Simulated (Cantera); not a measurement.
What does this Cantera script print?

```python
import numpy as np
import cantera as ct

gas = ct.Solution("gri30.yaml")
gas.TPX = 1400, 500000, {'CH4': 1, 'O2': 1, 'N2': 3.76}
reactor = ct.IdealGasReactor(gas, energy="on", clone=False)
net = ct.ReactorNet([reactor])
net.rtol, net.atol = 1e-08, 1e-16
show = ['CH4', 'O2', 'CH2O', 'HO2', 'C2H', 'CH3']
times = np.geomspace(2e-06, 0.6, 16)

steps = ct.SolutionArray(gas, extra=["t"])
rows = []
print(f"{'t/s':>10s}{'T/K':>9s}{'P/Pa':>11s}" + "".join(f"{s:>11s}" for s in show))
for t in times:
    while net.time < t:
        t_next = net.step()
        steps.append(gas.state, t=t_next)
    rows.append([np.interp(t, steps.t, y) for y in (steps.T, steps.P, *steps(*show).X.T)])
    print(f"{t:10.3e}{rows[-1][0]:9.1f}{rows[-1][1]:11.4g}" + "".join(f"{x:11.3e}" for x in rows[-1][2:]))
rate = np.gradient(steps.T, steps.t)
print("integrator steps:", len(steps.t))
if steps.T.max() > steps.T[0] + 200:
    print(f"time of steepest temperature rise: {steps.t[rate.argmax()]:.4e} s")
gas.TPX = 1400, 500000, {'CH4': 1, 'O2': 1, 'N2': 3.76}
gas.equilibrate("UV")
print(f"equilibrium (UV): T = {gas.T:.1f} K  " + "  ".join(f"{s} {gas[s].X[0]:.3e}" for s in show))
```

Result:

```
       t/s      T/K       P/Pa        CH4         O2       CH2O        HO2        C2H        CH3
 2.000e-06   1400.0      5e+05  1.736e-01  1.736e-01  7.457e-09  3.383e-07  2.573e-28  4.660e-07
 4.636e-06   1400.0      5e+05  1.736e-01  1.736e-01  4.336e-08  7.512e-07  2.478e-26  1.159e-06
 1.075e-05   1400.0      5e+05  1.736e-01  1.736e-01  2.757e-07  1.572e-06  2.912e-24  3.167e-06
 2.491e-05   1400.0      5e+05  1.736e-01  1.736e-01  2.043e-06  2.825e-06  4.380e-22  9.929e-06
 5.776e-05   1400.0      5e+05  1.736e-01  1.736e-01  1.597e-05  3.496e-06  7.995e-20  3.026e-05
 1.339e-04   1400.6  5.002e+05  1.734e-01  1.735e-01  8.606e-05  4.045e-06  6.392e-18  5.266e-05
 3.104e-04   1403.1  5.011e+05  1.728e-01  1.732e-01  3.088e-04  7.216e-06  2.141e-16  6.802e-05
 7.195e-04   1417.6  5.064e+05  1.697e-01  1.713e-01  1.130e-03  2.023e-05  2.030e-14  1.178e-04
 1.668e-03   2748.4  1.158e+06  7.175e-10  1.811e-05  9.796e-08  4.831e-08  1.593e-14  6.076e-10
 3.866e-03   2748.7  1.158e+06  7.136e-10  1.816e-05  9.795e-08  4.844e-08  1.587e-14  6.049e-10
 8.963e-03   2748.7  1.158e+06  7.136e-10  1.816e-05  9.795e-08  4.844e-08  1.587e-14  6.049e-10
 2.078e-02   2748.7  1.158e+06  7.136e-10  1.816e-05  9.795e-08  4.844e-08  1.587e-14  6.049e-10
 4.816e-02   2748.7  1.158e+06  7.136e-10  1.816e-05  9.795e-08  4.844e-08  1.587e-14  6.049e-10
 1.117e-01   2748.7  1.158e+06  7.136e-10  1.816e-05  9.795e-08  4.844e-08  1.587e-14  6.049e-10
 2.588e-01   2748.7  1.158e+06  7.136e-10  1.816e-05  9.795e-08  4.844e-08  1.587e-14  6.049e-10
 6.000e-01   2748.7  1.158e+06  7.136e-10  1.816e-05  9.795e-08  4.844e-08  1.587e-14  6.049e-10
integrator steps: 2071
time of steepest temperature rise: 1.2440e-03 s
equilibrium (UV): T = 2748.7 K  CH4 8.010e-10  O2 1.816e-05  CH2O 9.795e-08  HO2 4.844e-08  C2H 1.752e-14  CH3 6.789e-10
```

Cantera simulation using GRI-Mech 3.0 (53 species, 325 reactions); the numbers are that mechanism's predictions, not measurements.
